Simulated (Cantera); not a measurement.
Cantera with NASA thermochemical tables; ideal gases at 1 bar, condensed phases pure. Values are per mole of reaction as written; species without (g) are pure solids or liquids, kept so even where they would boil at 1 bar.

Task: Between 300 and 1775 K, where is each reaction favourable under standard conditions?
- 6 HCl(g) + 2 BF3(g) ⇌ 3 Cl2(g) + 2 B + 6 HF(g)

Result: 
- 6 HCl(g) + 2 BF3(g) ⇌ 3 Cl2(g) + 2 B + 6 HF(g): ΔG° is 1162 kJ at 300 K and 1000 kJ at 1775 K; it stays positive (K < 1). ΔH° is 1199 kJ and ΔS° 112 J/K at 1775 K.
